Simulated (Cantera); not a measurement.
A freely propagating, adiabatic, planar premixed flame of 37.9 % H2, 10.5 % O2, 37.9 % N2, 13.6 % H2O, equivalence ratio 1.8, unburnt at 550 K and 100.0 Torr; unity-Lewis-number transport, grid criteria slope 0.08 and curve 0.16, no radiation.

Computed with Cantera and the H2/O2 subset of GRI-Mech 3.0, which has no nitrogen chemistry. Unity Lewis numbers drop preferential diffusion, which matters most where H2 and H carry the flame. Burning velocities carry a grid error of a few per cent, more on coarse grids.

x: mole fraction of selected species; z is measured from the peak of heat release.

```json
[
 {"z (mm)": "-13.5", "T (K)": "550", "u (m/s)": "3.15", "x H2": "0.379", "x O2": "0.105", "x H2O": "0.136", "x HO2": "<1e-8", "x OH": "<1e-8", "x H2O2": "<1e-8"},
 {"z (mm)": "-9.03", "T (K)": "550", "u (m/s)": "3.15", "x H2": "0.379", "x O2": "0.105", "x H2O": "0.136", "x HO2": "<1e-8", "x OH": "<1e-8", "x H2O2": "<1e-8"},
 {"z (mm)": "-6.77", "T (K)": "550", "u (m/s)": "3.15", "x H2": "0.379", "x O2": "0.105", "x H2O": "0.136", "x HO2": "4.66e-8", "x OH": "<1e-8", "x H2O2": "<1e-8"},
 {"z (mm)": "-4.51", "T (K)": "550", "u (m/s)": "3.15", "x H2": "0.379", "x O2": "0.105", "x H2O": "0.136", "x HO2": "1.03e-6", "x OH": "<1e-8", "x H2O2": "2.12e-8"},
 {"z (mm)": "-2.26", "T (K)": "569", "u (m/s)": "3.25", "x H2": "0.377", "x O2": "0.104", "x H2O": "0.139", "x HO2": "___", "x OH": "___", "x H2O2": "1.22e-6"},
 {"z (mm)": "-1.13", "T (K)": "732", "u (m/s)": "4.14", "x H2": "0.354", "x O2": "0.0927", "x H2O": "0.165", "x HO2": "4.91e-5", "x OH": "0.000168", "x H2O2": "1.15e-6"},
 {"z (mm)": "0", "T (K)": "1087", "u (m/s)": "6.01", "x H2": "0.242", "x O2": "0.0460", "x H2O": "0.263", "x HO2": "1.34e-5", "x OH": "0.00131", "x H2O2": "2.60e-7"},
 {"z (mm)": "1.13", "T (K)": "1311", "u (m/s)": "7.16", "x H2": "0.152", "x O2": "0.00955", "x H2O": "0.338", "x HO2": "2.25e-6", "x OH": "0.00363", "x H2O2": "3.76e-7"},
 {"z (mm)": "2.26", "T (K)": "1412", "u (m/s)": "7.65", "x H2": "0.145", "x O2": "___", "x H2O": "0.351", "x HO2": "___", "x OH": "___", "x H2O2": "3.78e-7"},
 {"z (mm)": "4.51", "T (K)": "1525", "u (m/s)": "8.18", "x H2": "0.151", "x O2": "0.00269", "x H2O": "0.357", "x HO2": "5.08e-7", "x OH": "0.00562", "x H2O2": "2.95e-7"},
 {"z (mm)": "9.03", "T (K)": "1643", "u (m/s)": "8.73", "x H2": "0.160", "x O2": "0.00193", "x H2O": "0.362", "x HO2": "3.36e-7", "x OH": "0.00604", "x H2O2": "1.79e-7"},
 {"z (mm)": "18.1", "T (K)": "1756", "u (m/s)": "9.24", "x H2": "0.167", "x O2": "0.00121", "x H2O": "0.368", "x HO2": "2.04e-7", "x OH": "0.00583", "x H2O2": "9.39e-8"},
 {"z (mm)": "36.1", "T (K)": "1854", "u (m/s)": "9.67", "x H2": "0.173", "x O2": "0.000650", "x H2O": "0.374", "x HO2": "1.15e-7", "x OH": "0.00499", "x H2O2": "4.63e-8"}
]
```

Problem. Some entries are withheld; supply them.

Solution. 
- -2.26, x HO2: 5.93e-5
- -2.26, x OH: 5.80e-6
- 2.26, x O2: 0.00389
- 2.26, x HO2: 8.26e-7
- 2.26, x OH: 0.00476
